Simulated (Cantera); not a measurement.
Feed: 1 mol BaF₂, 3.9 mol H₂, held at 0.630 bar.

Method: chemical equilibrium by Gibbs-energy minimisation in Cantera with the NASA 1993 tables (ideal gas, pure condensed phases). Candidate condensed phases: Ba, BaF₂; 14 gas species. Equilibrium is a limit: real reactors are often held back by kinetics, nucleation or transport.

Which condensed phases are stable at each of these points (T (K)): 725, 825, 925, 1025, 1125, 1225, 1325, 1425, 1525, 1625, 1725, 1825, 1925?


```csv
T (K),condensed phases,Ba condensed (%)
725,BaF₂(s),100.0
825,BaF₂(s),100.0
925,BaF₂(s),100.0
1025,BaF₂(s),100.0
1125,BaF₂(s),100.0
1225,BaF₂(s),100.0
1325,BaF₂(s),100.0
1425,BaF₂(s),100.0
1525,BaF₂(s),99.9
1625,BaF₂(s),99.8
1725,BaF₂(l),99.1
1825,BaF₂(l),97.1
1925,BaF₂(l),91.7
```

From 725 K to 1625 K the condensed part is BaF₂(s). From 1725 K to 1925 K the condensed part is BaF₂(l).
